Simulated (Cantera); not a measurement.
An isothermal, constant-pressure homogeneous reactor starts with CH4 : N2 = 1 : 1.7 (molar parts), at 1775 K and 750 Torr. Integrator tolerance rtol = 1e-08.

Computed with Cantera and GRI-Mech 3.0 (53 species, 325 reactions). GRI-Mech 3.0 stops at C3 and has no aromatics, soot or wall deposition, so with more carbon than oxygen in the feed, carbon stays in small species such as C2H2 where larger ones or solid carbon would form.

Q: What does this change do: temperature 1775 to 1175 K?

A: 
| quantity | before | after |
|---|---|---|
| x(CH4) at 300 s | 0.00632 (gas-phase equilibrium 0.00492) | 0.350 (gas-phase equilibrium 0.262) |
| x(C2H2) at 300 s | 0.131 (gas-phase equilibrium 0.0784) | 0.00524 (gas-phase equilibrium 0.00991) |
| x(C2H6) at 300 s | 8.48e-7 (gas-phase equilibrium 5.11e-7) | 9.95e-5 (gas-phase equilibrium 0.000421) |
| x(C2H) at 300 s | 4.76e-7 (gas-phase equilibrium 2.84e-7) | <1e-12 (gas-phase equilibrium <1e-12) |
| x(HCN) at 300 s | 0.000752 (gas-phase equilibrium 0.108) | <1e-12 (gas-phase equilibrium 0.0259) |
| x(CH2) at 300 s | 3.01e-8 (gas-phase equilibrium 2.33e-8) | <1e-12 (gas-phase equilibrium <1e-12) |
| x(H) at 300 s | 0.000184 (gas-phase equilibrium 0.000184) | 3.48e-9 (gas-phase equilibrium 4.04e-8) |

Q: What does this change do: temperature 1775 to 1300 K?

A: 
```json
[
 {"quantity": "x(CH4) at 300 s", "before": "0.00632 (gas-phase equilibrium 0.00492)", "after": "0.183 (gas-phase equilibrium 0.171)"},
 {"quantity": "x(C2H2) at 300 s", "before": "0.131 (gas-phase equilibrium 0.0784)", "after": "0.0465 (gas-phase equilibrium 0.0311)"},
 {"quantity": "x(C2H6) at 300 s", "before": "8.48e-7 (gas-phase equilibrium 5.11e-7)", "after": "0.000240 (gas-phase equilibrium 0.000191)"},
 {"quantity": "x(C2H) at 300 s", "before": "4.76e-7 (gas-phase equilibrium 2.84e-7)", "after": "5.33e-11 (gas-phase equilibrium 3.41e-11)"},
 {"quantity": "x(HCN) at 300 s", "before": "0.000752 (gas-phase equilibrium 0.108)", "after": "2.18e-10 (gas-phase equilibrium 0.0514)"},
 {"quantity": "x(CH2) at 300 s", "before": "3.01e-8 (gas-phase equilibrium 2.33e-8)", "after": "1.43e-11 (gas-phase equilibrium 1.23e-11)"},
 {"quantity": "x(H) at 300 s", "before": "0.000184 (gas-phase equilibrium 0.000184)", "after": "4.85e-7 (gas-phase equilibrium 5.07e-7)"}
]
```

Q: What does this change do: pressure from 750 Torr to 10.00 Torr?

A: 
| quantity | before | after |
|---|---|---|
| x(CH4) at 300 s | 0.00632 (gas-phase equilibrium 0.00492) | 8.54e-5 (gas-phase equilibrium 6.76e-5) |
| x(C2H2) at 300 s | 0.131 (gas-phase equilibrium 0.0784) | 0.135 (gas-phase equilibrium 0.0803) |
| x(C2H6) at 300 s | 8.48e-7 (gas-phase equilibrium 5.11e-7) | 1.55e-10 (gas-phase equilibrium 9.54e-11) |
| x(C2H) at 300 s | 4.76e-7 (gas-phase equilibrium 2.84e-7) | 4.21e-6 (gas-phase equilibrium 2.51e-6) |
| x(HCN) at 300 s | 0.000752 (gas-phase equilibrium 0.108) | 0.000108 (gas-phase equilibrium 0.109) |
| x(CH2) at 300 s | 3.01e-8 (gas-phase equilibrium 2.33e-8) | 3.00e-8 (gas-phase equilibrium 2.37e-8) |
| x(H) at 300 s | 0.000184 (gas-phase equilibrium 0.000184) | 0.00161 (gas-phase equilibrium 0.00161) |
Radical loss at walls, strong at low pressure, is not modelled.
